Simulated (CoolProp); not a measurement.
Vapour-liquid equilibrium of R125 (1) + cyclopropane (2) at 35.85 °C; x and y are mole fractions of (1).

Values from CoolProp's multi-fluid Helmholtz-energy mixture model, Lemmon 2005 and Polt 1992; pair parameters Bell 2016. This equation is an older, rougher fit; its heat capacities, sound speeds and derivatives of the liquid may be far off and weren't checked against measurements.

```json
[
 {"x": "0.05", "bubble pressure (bar)": "11.33", "y at the bubble point": "0.166", "dew pressure at overall composition x (bar)": "10.07", "liquid density (mol/L)": "13.93"},
 {"x": "0.2", "bubble pressure (bar)": "14.73", "y at the bubble point": "0.404", "dew pressure at overall composition x (bar)": "[?]", "liquid density (mol/L)": "12.87"},
 {"x": "0.35", "bubble pressure (bar)": "16.59", "y at the bubble point": "0.517", "dew pressure at overall composition x (bar)": "13.86", "liquid density (mol/L)": "11.91"},
 {"x": "0.5", "bubble pressure (bar)": "17.74", "y at the bubble point": "0.602", "dew pressure at overall composition x (bar)": "16.32", "liquid density (mol/L)": "11.08"},
 {"x": "0.65", "bubble pressure (bar)": "18.47", "y at the bubble point": "0.691", "dew pressure at overall composition x (bar)": "[?]", "liquid density (mol/L)": "[?]"},
 {"x": "0.8", "bubble pressure (bar)": "18.75", "y at the bubble point": "[?]", "dew pressure at overall composition x (bar)": "18.75", "liquid density (mol/L)": "9.836"},
 {"x": "0.95", "bubble pressure (bar)": "[?]", "y at the bubble point": "0.943", "dew pressure at overall composition x (bar)": "18.40", "liquid density (mol/L)": "9.431"}
]
```

### Question
Fill in the missing entries.

### Answer

- 0.2, dew pressure at overall composition x (bar): 11.74
- 0.65, dew pressure at overall composition x (bar): 18.19
- 0.65, liquid density (mol/L): 10.38
- 0.8, y at the bubble point: 0.800
- 0.95, bubble pressure (bar): 18.43

y crosses x between x = 0.8 and 0.95: the model has an azeotrope there.

The pair parameters rest on a limited set of measurements; away from them the model extrapolates.
